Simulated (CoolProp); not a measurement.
Vapour-liquid equilibrium of dimethyl ether (1) + R227EA (2) at 14.65 °C; x and y are mole fractions of (1).

Values from CoolProp's multi-fluid Helmholtz-energy mixture model, Wu 2011 and Lemmon 2016; pair parameters Bell 2016.

Question: Give the bubble pressure and the first vapour's composition at x = 0.05, 0.275, 0.95. Is there an azeotrope?

Answer: x = 0.05: 0.3147 MPa, y = 0.022; x = 0.275: 0.2745 MPa, y = 0.248; x = 0.95: 0.4175 MPa, y = 0.980. y crosses x between x = 0.275 and 0.35: the model has an azeotrope there.

The pair parameters rest on a limited set of measurements; away from them the model extrapolates.
